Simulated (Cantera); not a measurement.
## Pyrogenic steam for wet oxidation

A perfectly stirred reactor is fed with H2 : O2 : N2 : H2O = 1.5 : 1 : 0.87 : 0.057 (molar parts), equivalence ratio 0.75, at 0.132 atm; it is held at 1050 K, and followed from long to short residence time.

Computed with Cantera and the H2/O2 subset of GRI-Mech 3.0, which has no nitrogen chemistry. The temperature is held fixed by assumption; the heat of reaction is taken as removed at once.

```csv
τ (s),x H2,x O2,x H2O2,x HO2,x H2O
0.35,0.00315,0.0947,3.44e-6,3.03e-5,0.577
0.18,0.00463,0.0953,3.77e-6,3.47e-5,0.575
0.097,0.00657,0.0961,4.00e-6,3.85e-5,0.572
0.051,0.00942,0.0974,4.17e-6,4.21e-5,0.568
0.027,0.0134,0.0991,4.28e-6,4.52e-5,0.562
0.014,0.0191,0.102,4.34e-6,4.82e-5,0.554
0.0076,0.0265,0.105,4.34e-6,5.07e-5,0.542
```
x: mole fraction; the columns are a selection and need not sum to one.
